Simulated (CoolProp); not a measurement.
Model: reference Helmholtz-energy equation of state, de Reuck 1993, in CoolProp.

**Question.** Give the vapour pressure (kPa), enthalpy of vaporisation (kJ/kg), vapour Z, surface tension (mN/m) of saturated methanol at 18.85, 45.25, 97.95 °C.

**Answer.** 
| T (°C) | p (kPa) | enthalpy of vaporisation (kJ/kg) | vapour Z | surface tension (mN/m) |
|---|---|---|---|---|
| 18.85 | 12.2 | 1180 | 0.979 | 22.7 |
| 45.25 | 45.2 | 1140 | 0.963 | 20.5 |
| 97.95 | 331 | 1030 | 0.907 | 15.8 |

Surface tension comes from a separate correlation (Mulero 2012).
